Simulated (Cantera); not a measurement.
# Gas activation for diamond growth

An isothermal, constant-pressure homogeneous reactor starts with 0.879 % CH₄, 97.7 % H₂, 0.918 % CO₂, 0.527 % H₂O, at 2500 K and 0.0263 atm.

Cantera simulation using GRI-Mech 3.0 (53 species, 325 reactions); the numbers are that mechanism's predictions, not measurements. Radical loss at walls, strong at low pressure, is not modelled.

| t (s) | x CH₄ | x H₂ | x CO₂ | x O₂ | x O | x HCO |
|---|---|---|---|---|---|---|
| 0.000300 | 0.00784 | 0.970 | 0.00827 | 7.62e-11 | 4.20e-8 | 2.47e-8 |
| 0.00106 | 0.00574 | 0.953 | 0.00283 | 2.45e-9 | 5.74e-7 | 1.63e-7 |
| 0.00374 | 0.00137 | 0.937 | 2.23e-5 | 1.37e-8 | 2.39e-6 | 1.57e-7 |
| 0.0132 | 0.000255 | 0.926 | 2.23e-5 | 1.90e-8 | 3.92e-6 | 6.20e-8 |
| 0.0466 | 5.53e-5 | 0.908 | 1.84e-5 | 1.50e-8 | 5.06e-6 | 2.84e-8 |
| 0.164 | 1.25e-9 | 0.870 | 1.58e-5 | 2.57e-8 | 1.06e-5 | 1.02e-8 |
| 0.580 | 4.92e-12 | 0.838 | 1.57e-5 | 4.60e-8 | 1.89e-5 | 8.86e-9 |
| 2.05 | 4.67e-12 | 0.837 | 1.57e-5 | 4.73e-8 | 1.94e-5 | 8.80e-9 |
| 7.22 | 4.67e-12 | 0.837 | 1.57e-5 | 4.73e-8 | 1.94e-5 | 8.80e-9 |
| 25.5 | 4.67e-12 | 0.837 | 1.57e-5 | 4.73e-8 | 1.94e-5 | 8.80e-9 |
| 90.0 | 4.67e-12 | 0.837 | 1.57e-5 | 4.73e-8 | 1.94e-5 | 8.80e-9 |
x: mole fraction; the columns are a selection and need not sum to one.

Equilibrium at this temperature and pressure: CH₄ 4.94e-12, H₂ 0.837, CO₂ 1.57e-5, O₂ 4.73e-8, O 1.94e-5, HCO 8.80e-9 (gas phase only).
